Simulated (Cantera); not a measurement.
What does this Cantera script print?

```python
import numpy as np
import cantera as ct

gas_names = """
    C CO COS CO2 CS CS2 C2 C2O C3 C3O2 C4 C5 O O2 O3 S SO SO2 SO3 S2 S2O S8
""".split()
cond_names = """
    C(gr) S(cr1) S(cr2) S(L)
""".split()


# ... load() reads the species with a 1 bar reference pressure and builds the phases ...
atoms = {
    'CS2': {'C': 1, 'S': 2},
    'O2': {'O': 2},
}
top_T = {'C(gr)': 4500}  # K; cautious upper limits of use, not melting points


# ... equilibrate(T, P, feed) seeds the gas with the atoms and calls Mixture.equilibrate('TP', solver="vcs", rtol=1e-11, max_steps=5000) ...
results = []
feed = {'CS2': 1, 'O2': 0.19}  # mol
P = 10000  # Pa
for T in [1198, 1298, 1398, 1498, 1598, 1698, 1798, 1898, 1998, 2098, 2198, 2298, 2398]:
    mix = equilibrate(T, P, feed)
    results.append((T, P, feed, dict(zip(mix.species_names, mix.species_moles))))
    x = sorted(zip(gas.X, gas.species_names), reverse=True)
    print(f"T = {T:g} K  P = {P:g} Pa  gas = {mix.phase_moles(0):.4g} mol")
    print("   x: " + "  ".join(f"{s} {v:.3e}" for v, s in x if v > 1e-06))
    print("   condensed (mol): " + ("  ".join(f"{mix.phase(i).name} {mix.phase_moles(i):.4g}"
          for i in range(1, mix.n_phases) if mix.phase_moles(i) > 1e-12) or "none"))
```

Result:

```
T = 1198 K  P = 10000 Pa  gas = 1.36 mol
   x: CS2 4.565e-01  S2 2.645e-01  CO 2.494e-01  COS 2.923e-02  CO2 4.457e-04  CS 9.340e-06
   condensed (mol): none
T = 1298 K  P = 10000 Pa  gas = 1.369 mol
   x: CS2 4.529e-01  S2 2.696e-01  CO 2.617e-01  COS 1.557e-02  CO2 1.273e-04  CS 5.185e-05  S 4.462e-06
   condensed (mol): none
T = 1398 K  P = 10000 Pa  gas = 1.374 mol
   x: CS2 4.511e-01  S2 2.722e-01  CO 2.676e-01  COS 8.905e-03  CS 2.259e-04  CO2 4.171e-05  S 1.886e-05
   condensed (mol): none
T = 1498 K  P = 10000 Pa  gas = 1.377 mol
   x: CS2 4.495e-01  S2 2.736e-01  CO 2.705e-01  COS 5.451e-03  CS 8.073e-04  S 6.577e-05  CO2 1.566e-05
   condensed (mol): none
T = 1598 K  P = 10000 Pa  gas = 1.379 mol
   x: CS2 4.470e-01  S2 2.748e-01  CO 2.719e-01  COS 3.543e-03  CS 2.447e-03  S 1.963e-04  CO2 6.638e-06
   condensed (mol): none
T = 1698 K  P = 10000 Pa  gas = 1.383 mol
   x: CS2 4.418e-01  S2 2.765e-01  CO 2.723e-01  CS 6.444e-03  COS 2.423e-03  S 5.159e-04  CO2 3.136e-06
   condensed (mol): none
T = 1798 K  P = 10000 Pa  gas = 1.39 mol
   x: CS2 4.311e-01  S2 2.794e-01  CO 2.716e-01  CS 1.495e-02  COS 1.730e-03  S 1.222e-03  CO2 1.636e-06
   condensed (mol): none
T = 1898 K  P = 10000 Pa  gas = 1.403 mol
   x: CS2 4.113e-01  S2 2.844e-01  CO 2.697e-01  CS 3.077e-02  S 2.654e-03  COS 1.282e-03
   condensed (mol): none
T = 1998 K  P = 10000 Pa  gas = 1.423 mol
   x: CS2 3.794e-01  S2 2.920e-01  CO 2.660e-01  CS 5.629e-02  S 5.364e-03  COS 9.785e-04
   condensed (mol): none
T = 2098 K  P = 10000 Pa  gas = 1.454 mol
   x: CS2 3.348e-01  S2 3.018e-01  CO 2.607e-01  CS 9.174e-02  S 1.019e-02  COS 7.650e-04
   condensed (mol): none
T = 2198 K  P = 10000 Pa  gas = 1.493 mol
   x: S2 3.121e-01  CS2 2.811e-01  CO 2.539e-01  CS 1.341e-01  S 1.830e-02  COS 6.086e-04
   condensed (mol): none
T = 2298 K  P = 10000 Pa  gas = 1.541 mol
   x: S2 3.198e-01  CO 2.462e-01  CS2 2.245e-01  CS 1.780e-01  S 3.113e-02  COS 4.898e-04
   condensed (mol): none
T = 2398 K  P = 10000 Pa  gas = 1.593 mol
   x: S2 3.221e-01  CO 2.381e-01  CS 2.178e-01  CS2 1.713e-01  S 5.031e-02  COS 3.969e-04  SO 1.196e-06
   condensed (mol): none
```

Equilibrium computed with Cantera from the NASA thermochemical tables; the gas is ideal and each condensed phase is pure. Gases not in the tables: S3 to S7.
